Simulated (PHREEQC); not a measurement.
A made-up water analysis in mg/L, 20 °C, pH 6.11, pe 10.1: Na 2.72; K 2.3; Ca 1.09; Mg 1.1; Cl 2.88; S(6) as SO4 5.43; Alkalinity as HCO3 7.91; Li 0.000695; Si as SiO2 0.0204; Cu(2) 0.00288; Ni 0.0114.

Valence states are taken as typed.

The numbers come from PHREEQC with the ion-association model, wateq4f.dat.

| quantity | before | after |
|---|---|---|
| CO2 (mol/kgw) | 0.000238 | 0.000988 |
| HCO3- (mol/kgw) | 0.000130 | 0.000133 |
| MgSO4 (mol/kgw) | 4.25e-7 | 4.24e-7 |
| CaSO4 (mol/kgw) | 2.36e-7 | 2.36e-7 |
| Ni+2 (mol/kgw) | 1.81e-7 | 1.87e-7 |
| MgHCO3+ (mol/kgw) | 6.09e-8 | 6.20e-8 |
| SI of Quartz (SiO2) | -2.41 | -2.41 |
| SI of Tenorite (CuO) | -3.03 | -4.23 |

Question: Name the change that produced these shifts.
A) pH from 6.11 to 6.61 at the same alkalinity
B) temperature from 20 to 85 °C at the same typed pH
C) Ca from 1.09 to 0.545 mg/L
D) pH from 6.11 to 5.5 at the same alkalinity
E) all concentrations times 4 at the same typed pH

Answer: D, pH from 6.11 to 5.5 at the same alkalinity

Precipitation was switched off in this run.
